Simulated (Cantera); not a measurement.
Cantera run:

```python
import numpy as np
import cantera as ct

gas_names = """
    H HO2 H2 H2O H2O2 O OH O2 O3 Pb PbO Pb2
""".split()
cond_names = """
    H2O(s) H2O(L) Pb(cr) Pb(L) PbO(rd) PbO(yw) PbO(L) PbO2(s) Pb3O4(s)
""".split()


# ... load() reads the species with a 1 bar reference pressure and builds the phases ...
atoms = {
    'PbO': {'Pb': 1, 'O': 1},
    'H2': {'H': 2},
}
top_T = {'Pb3O4(s)': 820}  # K; cautious upper limits of use, not melting points


# ... equilibrate(T, P, feed) seeds the gas with the atoms and calls Mixture.equilibrate('TP', solver="vcs", rtol=1e-11, max_steps=5000) ...
results = []
T = 1198  # K
P = 100000  # Pa
for m in [0.58, 1.2, 2.4, 5, 10, 21, 43]:
    feed = {'PbO': 1, 'H2': m}  # mol
    mix = equilibrate(T, P, feed)
    results.append((T, P, feed, dict(zip(mix.species_names, mix.species_moles))))

top = {s: max(r[3][s] / sum(r[3][g] for g in gas_names) for r in results) for s in gas_names}
cols = sorted((s for s in top if top[s] > 0.0001), key=lambda s: -top[s])[:6]
seen = [c for c in cond_names if any(r[3].get(c, 0) > 1e-12 for r in results)]
print("log10 of partial pressures in bar; condensed amounts in mol")
print(f"{'n(H2)':>10s}" + "".join(f"{s[:9]:>10s}" for s in cols + seen))
for T, P, feed, n in results:
    ng = sum(n[g] for g in gas_names)
    print(f"{feed['H2']:10.4g}" + "".join(f"{np.log10(max(n[s] / ng * P / 1e5, 1e-99)):10.3f}" for s in cols)
          + "".join(f"{n.get(c, 0):10.4g}" for c in seen))
```

It prints:

```
log10 of partial pressures in bar; condensed amounts in mol
     n(H2)       H2O        H2        Pb     Pb(L)    PbO(L)
      0.58    -0.000    -3.522    -3.205    0.5795    0.4201
       1.2    -0.079    -0.778    -3.205    0.9993         0
       2.4    -0.380    -0.234    -3.205    0.9985         0
         5    -0.699    -0.097    -3.205    0.9969         0
        10    -1.000    -0.046    -3.205    0.9938         0
        21    -1.322    -0.021    -3.205    0.9869         0
        43    -1.634    -0.010    -3.205    0.9732         0
```

These are equilibrium values from Cantera (NASA tables, ideal gas, pure condensed phases), not measurements of a reactor. Each liquid is taken as pure. Mutual solubility and eutectic melting of coexisting phases are not modelled.
